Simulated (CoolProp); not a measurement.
Computed with CoolProp (reference Helmholtz-energy equation of state, Lemmon 2006). It is a short technical equation, of lower accuracy than the large ones.

Question: Give the vapour pressure (MPa), vapour density (kg/m³), enthalpy of vaporisation (kJ/kg), surface tension (mN/m) of saturated n-nonane at 482.1 K.

Answer: 
```tsv
T (K)	p (MPa)	vapour density (kg/m³)	enthalpy of vaporisation (kJ/kg)	surface tension (mN/m)
482.1	0.381	14.3	245	6.59
```

Surface tension comes from a separate correlation (Mulero 2012).
